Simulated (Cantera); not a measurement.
Cantera run, input and output.

```python
import numpy as np
import cantera as ct

surf = ct.Interface("ptcombust.yaml", "Pt_surf")
gas = surf.adjacent["gas"]
gas.TPX = 300, 11000, {'CH4': 0.026, 'O2': 0.21, 'N2': 0.79}
jet = ct.ImpingingJet(gas=gas, width=0.044, surface=surf)
jet.inlet.mdot, jet.inlet.T, jet.inlet.X = 0.022, 300, {'CH4': 0.026, 'O2': 0.21, 'N2': 0.79}
jet.set_refine_criteria(ratio=10, slope=0.2, curve=0.3)
show, cover = ['CH4', 'O2', 'H2O', 'OH', 'CO', 'CO2'], ["PT(S)", "H(S)", "O(S)", "OH(S)", "CO(S)", "C(S)"]

rows = []
print(f"{'Ts/K':>7s}" + "".join(f"{s:>11s}" for s in show + cover) + "   (gas at the wall, coverages)")
for i, Ts in enumerate([850, 900, 950, 1000, 1050, 1100, 1150, 1200]):
    jet.surface.T = Ts
    if i == 0:
        surf.TP = Ts, 11000
        surf.coverages = "PT(S):0.5, O(S):0.5"
        surf.advance_coverages(1.0)
        jet.set_initial_guess(products="inlet")
    jet.solve(loglevel=0, auto=(i == 0))
    rows.append([*(jet.X[gas.species_index(s), -1] for s in show), *surf[cover].coverages])
    print(f"{Ts:7g}" + "".join(f"{x:11.3e}" for x in rows[-1]))
```

Result:

```
   Ts/K        CH4         O2        H2O         OH         CO        CO2      PT(S)       H(S)       O(S)      OH(S)      CO(S)       C(S)   (gas at the wall, coverages)
    850  2.028e-02  1.938e-01  9.497e-03  6.956e-09  4.918e-06  6.207e-03  1.111e-01  1.498e-08  8.880e-01  8.465e-04  6.309e-06  1.611e-08
    900  1.582e-02  1.843e-01  1.780e-02  2.864e-08  5.463e-06  1.167e-02  1.655e-01  5.304e-08  8.334e-01  1.093e-03  5.589e-06  1.988e-08
    950  1.152e-02  1.751e-01  2.574e-02  8.834e-08  5.465e-06  1.691e-02  2.268e-01  1.417e-07  7.720e-01  1.208e-03  4.215e-06  2.017e-08
   1000  8.267e-03  1.683e-01  3.169e-02  2.445e-07  5.266e-06  2.086e-02  2.913e-01  3.101e-07  7.075e-01  1.210e-03  2.945e-06  1.841e-08
   1050  6.045e-03  1.636e-01  3.570e-02  5.898e-07  5.072e-06  2.353e-02  3.568e-01  5.927e-07  6.420e-01  1.145e-03  2.023e-06  1.610e-08
   1100  4.563e-03  1.605e-01  3.831e-02  1.291e-06  4.992e-06  2.526e-02  4.215e-01  1.030e-06  5.774e-01  1.049e-03  1.410e-06  1.397e-08
   1150  3.323e-03  1.585e-01  4.021e-02  2.687e-06  6.508e-06  2.614e-02  4.843e-01  1.674e-06  5.148e-01  9.454e-04  1.009e-06  1.139e-08
   1200  2.452e-03  1.568e-01  4.176e-02  5.077e-06  8.075e-06  2.708e-02  5.444e-01  2.590e-06  4.548e-01  8.434e-04  7.522e-07  9.274e-09
```

Cantera simulation using Deutschmann's 1995 Pt surface mechanism with GRI-Mech 3.0 gas chemistry; the numbers are that mechanism's predictions, not measurements. Catalytic surfaces can have several steady states; this one follows from the mechanism file's or the stated starting coverage.
